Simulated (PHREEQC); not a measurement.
0.37 g of hydrous ferric oxide (600 m²/g; 0.2 weak and 0.005 strong sites per Fe, Dzombak-Morel constants, diffuse double layer) in 1 kg of water with 0.01 mol/kgw of an inert sodium salt and 0.25 mmol/kgw MgCl2, at 25 °C; the pH is set by adding NaOH or the inert anion's acid. Oxygen is held at 0.21 atm. The system is closed to CO2. No solid was allowed to form.

Computed with PHREEQC (ion-association model, wateq4f.dat).

```
pH    Mg sorbed (%)  surface charge σ (C/m²)  surface potential ψ (mV)
----  -------------  -----------------------  ------------------------
4               0.0                    0.221                       184
4.5             0.0                    0.164                       169
5               0.0                    0.116                       151
5.5             0.0                    0.079                       132
6               0.0                    0.051                       110
6.5             0.1                    0.031                        86
7               1.0                    0.018                        61
7.5             7.6                    0.009                        36
8.5            67.9                    0.001                         3
9              91.1                   -0.003                       -14
9.5            98.6                   -0.010                       -37
10             99.8                   -0.019                       -63
10.5          100.0                   -0.033                       -88
11            100.0                   -0.053                      -109
11.5          100.0                   -0.081                      -127
12            100.0                   -0.118                      -134
```
